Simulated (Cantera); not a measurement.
Feed: 1 mol SiH2Cl2, 0.2 mol H2O, 0.92 mol H2, 0.077 mol O3, at 1050 K and 630 Pa.

Cantera equilibrium calculation (NASA polynomials, part measured and part estimated; ideal gas, pure solids and liquids). Candidate condensed phases: H2O, Si, SiO2; 30 gas species. Mutual solubility and eutectic melting of coexisting phases are not modelled. The tables' values for SiCl3 are old estimates; treat these amounts as uncertain. Equilibrium is a limit: real reactors are often held back by kinetics, nucleation or transport.

Base state: H2 0.755, SiCl4 0.147, HCl 0.0615, SiHCl3 0.0187, SiCl2 0.00935, SiCl3 0.00870, SiH2Cl2 0.000272 (mole fractions); condensed: Si(s) + SiO2(β-quartz).

Problem. What changes in the equilibrium state with this change: O3 from 0.077 to 9 mol?

Solution. 
```csv
species,before,after
O2,<1e-9,0.794
HCl,0.0615,0.125
H2O,2.37e-9,0.0777
H2,0.755,<1e-9
SiCl4,0.147,<1e-9
SiHCl3,0.0187,<1e-9
SiCl2,0.00935,<1e-9
SiCl3,0.00870,<1e-9
Cl2,<1e-9,0.00341
"Si(s), mol",0.294,0
"SiO2(β-quartz), mol",0.215,1.00
```
